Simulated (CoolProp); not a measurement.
Vapour-liquid equilibrium of ethanol (1) + benzene (2) at 702 kPa; x and y are mole fractions of (1).

Values from CoolProp's multi-fluid Helmholtz-energy mixture model, Schroeder 2014 and Thol 2012; pair parameters Bell 2016.

Q: Give the bubble temperature and the first vapour's composition at x = 0.125, 0.425, 0.8. Is there an azeotrope?

A: x = 0.125: 415.9 K, y = 0.333; x = 0.425: 407.2 K, y = 0.541; x = 0.8: 407.1 K, y = 0.753. y crosses x between x = 0.575 and 0.65: the model has an azeotrope there.

Pair parameters are fitted to limited data, so mixtures are less certain than the pure fluids.
